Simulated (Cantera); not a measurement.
## Pyrogenic steam for wet oxidation

An isothermal, constant-pressure homogeneous reactor starts with H₂ : O₂ : N₂ = 1.1 : 1 : 2.5 (molar parts), equivalence ratio 0.55, at 1200 K and 0.987 atm.

Detailed kinetics in Cantera: GRI-Mech 3.0 (53 species, 325 reactions). The temperature is held fixed by assumption; the heat of reaction is taken as removed at once.

```tsv
t (s)	x H₂	x O₂	x NO	x NO₂	x H₂O₂
7.00e-6	0.239	0.217	<1e-12	<1e-12	1.80e-10
3.65e-5	0.155	0.180	2.91e-7	6.58e-11	7.75e-6
0.000190	0.00165	0.112	3.85e-6	1.06e-7	5.83e-6
0.000993	0.000189	0.111	3.55e-6	4.17e-7	6.58e-7
0.00518	5.59e-6	0.111	3.61e-6	3.51e-7	8.42e-8
0.0270	5.90e-8	0.111	3.90e-6	6.84e-8	1.60e-8
0.141	1.36e-8	0.111	3.93e-6	3.49e-8	3.72e-9
0.735	1.04e-8	0.111	3.92e-6	4.77e-8	2.19e-9
3.83	1.04e-8	0.111	3.92e-6	4.80e-8	2.17e-9
20.0	1.04e-8	0.111	3.92e-6	4.80e-8	2.17e-9
```
x: mole fraction; the columns are a selection and need not sum to one.

Equilibrium at this temperature and pressure: H₂ 1.04e-8, O₂ 0.111, NO 0.000127, NO₂ 1.55e-6, H₂O₂ 2.17e-9 (gas phase only).
